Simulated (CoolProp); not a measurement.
Computed with CoolProp (reference Helmholtz-energy equation of state, Thol 2019).

Question: Give the vapour pressure (MPa), surface tension (mN/m), liquid conductivity (mW/(m K)) of saturated n-hexane at 403.8, 423 K.

Answer: 
```csv
T (K),p (MPa),surface tension (mN/m),liquid conductivity (mW/(m K))
403.8,0.507,7.53,93.5
423,0.751,5.84,89.7
```

Thermal conductivity comes from a separate model (Assael 2013). Surface tension comes from a separate correlation (Mulero 2012).
